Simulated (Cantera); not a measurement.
Charge: 1 mol SiH₂Cl₂, 1200 mol H₂, 0.066 mol HCl, held at 100 Torr.

Method: chemical equilibrium by Gibbs-energy minimisation in Cantera with the NASA 1993 tables (ideal gas, pure condensed phases). Candidate condensed phases: Si; 19 gas species. Gases not in the tables: Si₂H₆ and higher silanes. Rates play no part.

At 1823 K, list the 6 most abundant gas species with their mole fractions, and the condensed phases.

H₂ 0.997, HCl 0.00170, H 0.00118, SiH₂ 3.50e-5, Si 3.32e-5, SiH 1.29e-5. Condensed: Si(l).
